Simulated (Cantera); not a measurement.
# Roasting and sulfation: FeS2 + H2S + N2

Input: 1 mol FeS2, 1.5 mol H2S, 1.4 mol N2, held at 1823.15 K and 1 atm.

Cantera equilibrium calculation (NASA polynomials, part measured and part estimated; ideal gas, pure solids and liquids). Candidate condensed phases: Fe, FeS, FeS2, S; 16 gas species. FeS: taken at fixed stoichiometry. Equilibrium is a limit: real reactors are often held back by kinetics, nucleation or transport.

- x(N2) = 0.359
- x(H2) = 0.251
- x(S2) = 0.251
- x(H2S) = 0.127
- x(SH) = 0.0117
- x(S) = 0.000444
- x(H) = 0.000216
- x(SN) = 2.80e-6
- x(NH3) = 2.13e-6
- n(FeS(l)) = 1.000 mol
- gas amount = 3.904 mol
- log10 activity of Fe(l) (absent) = -1.33
- log10 activity of S(l) (absent) = -1.78
